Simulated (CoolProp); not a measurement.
Vapour-liquid equilibrium of R113 (1) + n-heptane (2) at 0.824 MPa; x and y are mole fractions of (1).

Values from CoolProp's multi-fluid Helmholtz-energy mixture model, Marx 1992 and Span 2003; pair parameters Bell 2016.

Task: Give the bubble temperature and the first vapour's composition at x = 0.05, 0.35, 0.5. Is there an azeotrope?

Result: x = 0.05: 184.9 °C, y = 0.113; x = 0.35: 159.6 °C, y = 0.583; x = 0.5: 150.4 °C, y = 0.720. No azeotrope shows between x = 0.05 and 0.95.

Pair parameters are fitted to limited data, so mixtures are less certain than the pure fluids.
